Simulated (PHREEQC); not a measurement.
Make-up at 25 °C: 0.32 mol/kgw KOH and 0.79 mol/kgw K2CO3. Closed to the air; pH follows from the charge balance.

Model: ion-association model, phreeqc.dat, run in PHREEQC.

### Question
The ionic strength comes out as 2.69 mol/kgw. What activity coefficients do K+, CO3-2, OH-, HCO3- get?

### Answer
K+ 0.56, CO3-2 0.14, OH- 0.51, HCO3- 0.61.

Precipitation was switched off in this run. Caution: at this ionic strength the ion-association model is outside its range; a Pitzer model would be the better tool where its parameters exist. Complexes and solids missing from the database can't appear.
